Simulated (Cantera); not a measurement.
Input: 1 mol CH3SiCl3, 0.74 mol C2H2, 28 mol H2, at 1073.15 K and 23000 Pa.

Cantera equilibrium calculation (NASA polynomials, part measured and part estimated; ideal gas, pure solids and liquids). Candidate condensed phases: C, C6H6, C7H8, C8H18, Si, SiC; 109 gas species. The feed counts by its element totals alone. The tables' values for SiCl3 are old estimates; treat these amounts as uncertain. The numbers say what is thermodynamically allowed, not how fast it happens.

Base state: H2 0.908, HCl 0.0794, CH4 0.00869, SiCl4 0.00366, SiHCl3 0.000513, SiCl3 4.68e-5 (mole fractions); condensed: C(graphite) + SiC(s).

### Question
What changes in the equilibrium state with this change: CH3SiCl3 replaced by SiF4?

### Answer
```csv
species,before,after
H2,0.908,0.956
SiF4,0,0.0335
CH4,0.00869,0.00964
HCl,0.0794,0
SiCl4,0.00366,0
SiHCl3,0.000513,0
HF,0,0.000470
SiHF3,0,0.000448
SiCl3,4.68e-5,0
"C(graphite), mol",1.34,1.20
"SiC(s), mol",0.867,0
```
The tables' values for SiF3 are old estimates; treat these amounts as uncertain.

### Question
What changes in the equilibrium state with this change: H2 from 28 to 250 mol?

### Answer
| species | before | after |
|---|---|---|
| H2 | 0.908 | 0.982 |
| HCl | 0.0794 | 0.0119 |
| CH4 | 0.00869 | 0.00587 |
| SiCl4 | 0.00366 | 2.70e-6 |
| SiHCl3 | 0.000513 | 2.74e-6 |
| SiCl3 | 4.68e-5 | 2.41e-7 |
| C(graphite), mol | 1.34 | 0 |
| SiC(s), mol | 0.867 | 0.998 |
